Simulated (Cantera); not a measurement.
**Diamond growth**

A diamond (100) surface in a fixed gas of H2 with x(CH4) = 0.0053, x(H) = 0.00025, x(CH3) = 3.2e-05, 0.0580 bar; coverages are run to steady state.

Cantera simulation using the Harris–Goodwin 1993 mechanism for the reconstructed diamond (100) surface; the numbers are that mechanism's predictions, not measurements.

| T (K) | growth (µm/h) | θ c6HH | θ c6H* | θ c6*H | θ c6** | θ c6HM |
|---|---|---|---|---|---|---|
| 900 | 0.473 | 0.620 | 0.00921 | 0.258 | 0.00336 | 0.0880 |
| 950 | 0.556 | 0.599 | 0.0127 | 0.302 | 0.00493 | 0.0623 |
| 1000 | 0.506 | 0.582 | 0.0169 | 0.345 | 0.00673 | 0.0357 |
| 1050 | 0.333 | 0.566 | 0.0213 | 0.382 | 0.00853 | 0.0150 |
| 1100 | 0.182 | 0.549 | 0.0257 | 0.407 | 0.0100 | 0.00498 |
| 1150 | 0.107 | 0.536 | 0.0297 | 0.421 | 0.0110 | 0.00153 |
| 1200 | 0.0778 | 0.528 | 0.0332 | 0.426 | 0.0116 | 0.000474 |
| 1250 | 0.0641 | 0.528 | 0.0363 | 0.423 | 0.0116 | 0.000151 |
| 1300 | 0.0485 | 0.535 | 0.0387 | 0.414 | 0.0114 | 4.99e-5 |
| 1350 | 0.0284 | 0.548 | 0.0406 | 0.401 | 0.0109 | 1.72e-5 |
| 1400 | 0.0130 | 0.564 | 0.0419 | 0.384 | 0.0102 | 6.38e-6 |
θ: site fractions in the mechanism's names (c6HH fully hydrogenated, c6H* and c6*H radical sites, c6** diradical, c6HM methylated).
